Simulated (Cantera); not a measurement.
Input: 1 mol Si₂Cl₆, 17 mol NH₃, 70 mol H₂, at 1650 °C and 0.0240 bar.

Method: chemical equilibrium by Gibbs-energy minimisation in Cantera with the NASA 1993 tables (ideal gas, pure condensed phases). The feed counts by its element totals alone. The tables' values for SiCl, SiCl₃ are old estimates; treat these amounts as uncertain. Gases not in the tables: Si₂H₆ and higher silanes. Kinetics and transport are ignored.

| species | before | after |
|---|---|---|
| H₂ | 0.864 | 0.876 |
| N₂ | 0.0791 | 0.0682 |
| HCl | 0.0437 | 0.0557 |
| SiCl₂ | 0.00582 | 0.000507 |
| Si | 0.000708 | 5.67e-9 |
| SiH | 8.34e-5 | 3.29e-9 |
| Si₂N | 1.37e-5 | <1e-9 |
| SiCl | 0.000225 | 6.03e-8 |
| SiH₂ | 5.82e-5 | 3.05e-8 |
| H | 0.00566 | 5.57e-5 |
| Si(l), mol | 1.25 | 0 |
| Si₃N₄(s), mol | 0 | 0.648 |
Gas species are given as mole fractions.

Problem. What was changed between the two runs?
A) pressure from 0.0240 bar to 5.20e-5 bar
B) NH₃ from 17 to 4.8 mol
C) NH₃ from 17 to 0.83 mol
D) temperature from 1650 °C to 1175 °C

Solution. D, temperature from 1650 °C to 1175 °C. The tables' values for SiCl₃ are old estimates; treat these amounts as uncertain
